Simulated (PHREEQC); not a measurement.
Consider water at 20 °C with 0.86 mol/kgw MgSO4 and 0.84 mol/kgw NaCl. Closed to the air; pH follows from the charge balance.

Model: Pitzer model, pitzer.dat, run in PHREEQC.

```yaml
ionic_strength: 4.28 mol/kgw
activity_of_water: 0.951
density: 1.126 g/cm³
osmotic_coefficient: 0.825
```

```tsv
species	molality	activity	log γ
Mg+2	0.860	0.204	-0.624
SO4-2	0.860	0.0160	-1.729
Cl-	0.840	0.482	-0.241
Na+	0.840	0.615	-0.135
MgOH+	1.04e-6	5.48e-7	-0.278
HSO4-	7.42e-7	4.71e-7	-0.198
H+	3.89e-7	3.53e-7	-0.041
OH-	9.19e-8	1.84e-8	-0.698
```

Precipitation was switched off in this run.
